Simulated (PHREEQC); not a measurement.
Make-up at 20 °C: 0.23 mol/kgw Cu(NO3)2 and 4.2e-05 mol/kgw KCl. Closed to the air; pH follows from the charge balance.

The numbers come from PHREEQC with the ion-association model, phreeqc.dat.

```csv
quantity,before,after
pH,4.14,4.33
ionic strength (mol/kgw),0.690,0.690
```

### Question
Name the change that produced these shifts.
A. temperature from 20 to 40 °C
B. temperature from 20 to 80 °C
C. Cu(NO3)2 replaced by Cd(NO3)2 at the same molality
D. temperature from 20 to 5 °C
E. temperature from 20 to 50 °C

### Answer
D, temperature from 20 to 5 °C

No solid was allowed to form. Away from 25 °C the constants follow the database's enthalpies or fits; those with neither stay at their 25 °C values.
